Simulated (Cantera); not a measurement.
Input: 1 mol SiCl4, 2.3 mol H2, at 0.133 bar.

Method: chemical equilibrium by Gibbs-energy minimisation in Cantera with the NASA 1993 tables (ideal gas, pure condensed phases). Candidate condensed phases: Si; 19 gas species. The tables' values for SiCl3 are old estimates; treat these amounts as uncertain. The numbers say what is thermodynamically allowed, not how fast it happens. All values below are at 1023 K.

Base state: H2 0.657, SiCl4 0.263, HCl 0.0409, SiHCl3 0.0357, SiCl3 0.00280, SiCl2 0.000632, SiH2Cl2 0.000538 (mole fractions); condensed: gas only.

What changes in the equilibrium state with this change: SiCl4 replaced by Si?


```
species       before  after
----------  --------  -----
H2             0.657   1.00
SiCl4          0.263      0
HCl           0.0409      0
SiHCl3        0.0357      0
SiCl3        0.00280      0
SiCl2       0.000632      0
SiH2Cl2     0.000538      0
Si(s), mol         0   1.00
```
